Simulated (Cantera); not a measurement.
## Al + O2 + H2 (aluminium nitride and oxide growth)

Charge: 1 mol Al, 0.34 mol O2, 720 mol H2, at 0.00900 bar.

Equilibrium computed with Cantera from the NASA thermochemical tables; the gas is ideal and each condensed phase is pure. Candidate condensed phases: Al, Al2O3, H2O; 19 gas species. Mutual solubility and eutectic melting of coexisting phases are not modelled. Equilibrium is a limit: real reactors are often held back by kinetics, nucleation or transport.

```json
[
 {"T (K)": "898", "x H2": "1.00", "x Al": "7.30e-11", "x Al2O": "1.09e-12", "x H": "1.15e-9", "x AlH": "4.17e-10", "x AlOH": "<1e-12", "n Al(s)": "0.547", "n Al2O3(s)": "0.227", "n Al(l)": "0"},
 {"T (K)": "973", "x H2": "1.00", "x Al": "1.98e-9", "x Al2O": "6.44e-11", "x H": "1.14e-8", "x AlH": "5.34e-9", "x AlOH": "<1e-12", "n Al(s)": "0", "n Al2O3(s)": "0.227", "n Al(l)": "0.547"},
 {"T (K)": "1048", "x H2": "1.00", "x Al": "3.16e-8", "x Al2O": "1.97e-9", "x H": "8.14e-8", "x AlH": "4.49e-8", "x AlOH": "1.27e-12", "n Al(s)": "0", "n Al2O3(s)": "0.227", "n Al(l)": "0.547"},
 {"T (K)": "1123", "x H2": "1.000", "x Al": "3.47e-7", "x Al2O": "3.76e-8", "x H": "4.49e-7", "x AlH": "2.82e-7", "x AlOH": "2.01e-11", "n Al(s)": "0", "n Al2O3(s)": "0.227", "n Al(l)": "0.546"},
 {"T (K)": "1198", "x H2": "1.000", "x Al": "2.80e-6", "x Al2O": "4.90e-7", "x H": "2.00e-6", "x AlH": "1.40e-6", "x AlOH": "2.24e-10", "n Al(s)": "0", "n Al2O3(s)": "0.227", "n Al(l)": "0.543"},
 {"T (K)": "1273", "x H2": "1.000", "x Al": "1.76e-5", "x Al2O": "4.68e-6", "x H": "7.52e-6", "x AlH": "5.72e-6", "x AlOH": "1.86e-9", "n Al(s)": "0", "n Al2O3(s)": "0.226", "n Al(l)": "0.525"},
 {"T (K)": "1348", "x H2": "1.000", "x Al": "9.00e-5", "x Al2O": "3.44e-5", "x H": "2.44e-5", "x AlH": "1.99e-5", "x AlOH": "1.21e-8", "n Al(s)": "0", "n Al2O3(s)": "0.218", "n Al(l)": "0.435"},
 {"T (K)": "1423", "x H2": "0.999", "x Al": "0.000385", "x Al2O": "0.000203", "x H": "7.00e-5", "x AlH": "6.04e-5", "x AlOH": "6.44e-8", "n Al(s)": "0", "n Al2O3(s)": "0.178", "n Al(l)": "0.0306"},
 {"T (K)": "1498", "x H2": "0.999", "x Al": "0.000435", "x Al2O": "0.000205", "x H": "0.000181", "x AlH": "5.01e-5", "x AlOH": "1.94e-7", "n Al(s)": "0", "n Al2O3(s)": "0.177", "n Al(l)": "0"}
]
```
x: gas mole fraction; n: condensed amount in mol.

At 898 K the condensed part is Al(s) + Al2O3(s). From 973 K to 1423 K the condensed part is Al(l) + Al2O3(s). At 1498 K the condensed part is Al2O3(s).
